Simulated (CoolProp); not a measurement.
Vapour-liquid equilibrium of R134a (1) + isobutane (2) at 288.2 K; x and y are mole fractions of (1).

Computed with CoolProp (multi-fluid Helmholtz-energy mixture model, Tillner-Roth 1994 and Bücker 2006; pair parameters Bell 2016).

```csv
x,"bubble pressure, mixture model (kPa)","bubble pressure, Raoult's law (kPa)","y, mixture model","y, Raoult's law"
0.05,336.7,270.9,0.247,0.090
0.15,440.1,293.9,0.454,0.250
0.25,498.5,316.8,0.543,0.386
0.35,531.3,339.8,0.593,0.504
0.45,550.1,362.8,0.627,0.607
0.55,561.4,385.8,0.655,0.697
0.65,567.5,408.7,0.685,0.778
0.75,567.8,431.7,0.725,0.850
0.85,557.0,454.7,0.787,0.914
0.95,522.7,477.7,0.901,0.973
```

The largest gap from Raoult's law is +57.4 % in bubble pressure, at x = 0.25. y crosses x between x = 0.65 and 0.75: the model has an azeotrope there.

Pair parameters are fitted to limited data, so mixtures are less certain than the pure fluids. With so large a gap from Raoult's law the liquid may split in two, which this calculation doesn't test in full.
